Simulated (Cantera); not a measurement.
An adiabatic, constant-volume homogeneous reactor starts with CH4 : O2 : N2 = 1 : 2.41 : 9.06 (molar parts), at 1000 K and 4.93 atm. Integrator tolerance rtol = 1e-08.

Computed with Cantera and GRI-Mech 3.0 (53 species, 325 reactions).

### Question
What does this change do: initial temperature 1000 to 1675 K?

### Answer
```csv
quantity,before,after
time of steepest temperature rise,0.163 s,63.6 µs
temperature at 2.00 s,2767 K,3025 K
equilibrium temperature,2767 K,3025 K
x(CH4) at 2.00 s,<1e-12 (gas-phase equilibrium <1e-12),<1e-12 (gas-phase equilibrium <1e-12)
x(O2) at 2.00 s,0.0310 (gas-phase equilibrium 0.0310),0.0348 (gas-phase equilibrium 0.0348)
x(HCN) at 2.00 s,6.18e-10 (gas-phase equilibrium 6.18e-10),4.38e-9 (gas-phase equilibrium 4.38e-9)
x(CO2) at 2.00 s,0.0659 (gas-phase equilibrium 0.0659),0.0472 (gas-phase equilibrium 0.0472)
x(CH3) at 2.00 s,<1e-12 (gas-phase equilibrium <1e-12),<1e-12 (gas-phase equilibrium <1e-12)
x(C2H) at 2.00 s,<1e-12 (gas-phase equilibrium <1e-12),<1e-12 (gas-phase equilibrium <1e-12)
```
Above 3000 K some thermodynamic fits are extrapolated.

### Question
What does this change do: 0.58 parts CO2 added?

### Answer
| quantity | before | after |
|---|---|---|
| time of steepest temperature rise | 0.163 s | 0.171 s |
| temperature at 2.00 s | 2767 K | 2671 K |
| equilibrium temperature | 2767 K | 2671 K |
| x(CH4) at 2.00 s | <1e-12 (gas-phase equilibrium <1e-12) | <1e-12 (gas-phase equilibrium <1e-12) |
| x(O2) at 2.00 s | 0.0310 (gas-phase equilibrium 0.0310) | 0.0311 (gas-phase equilibrium 0.0311) |
| x(HCN) at 2.00 s | 6.18e-10 (gas-phase equilibrium 6.18e-10) | 3.48e-10 (gas-phase equilibrium 3.48e-10) |
| x(CO2) at 2.00 s | 0.0659 (gas-phase equilibrium 0.0659) | 0.106 (gas-phase equilibrium 0.106) |
| x(CH3) at 2.00 s | <1e-12 (gas-phase equilibrium <1e-12) | <1e-12 (gas-phase equilibrium <1e-12) |
| x(C2H) at 2.00 s | <1e-12 (gas-phase equilibrium <1e-12) | <1e-12 (gas-phase equilibrium <1e-12) |

### Question
What does this change do: O2 2.41 to 1.4 parts?

### Answer
| quantity | before | after |
|---|---|---|
| time of steepest temperature rise | 0.163 s | 0.333 s |
| temperature at 2.00 s | 2767 K | 2375 K |
| equilibrium temperature | 2767 K | 2375 K |
| x(CH4) at 2.00 s | <1e-12 (gas-phase equilibrium <1e-12) | 3.23e-11 (gas-phase equilibrium 3.62e-11) |
| x(O2) at 2.00 s | 0.0310 (gas-phase equilibrium 0.0310) | 6.33e-6 (gas-phase equilibrium 6.33e-6) |
| x(HCN) at 2.00 s | 6.18e-10 (gas-phase equilibrium 6.18e-10) | 9.48e-8 (gas-phase equilibrium 9.48e-8) |
| x(CO2) at 2.00 s | 0.0659 (gas-phase equilibrium 0.0659) | 0.0269 (gas-phase equilibrium 0.0269) |
| x(CH3) at 2.00 s | <1e-12 (gas-phase equilibrium <1e-12) | 1.15e-11 (gas-phase equilibrium 1.29e-11) |
| x(C2H) at 2.00 s | <1e-12 (gas-phase equilibrium <1e-12) | <1e-12 (gas-phase equilibrium <1e-12) |
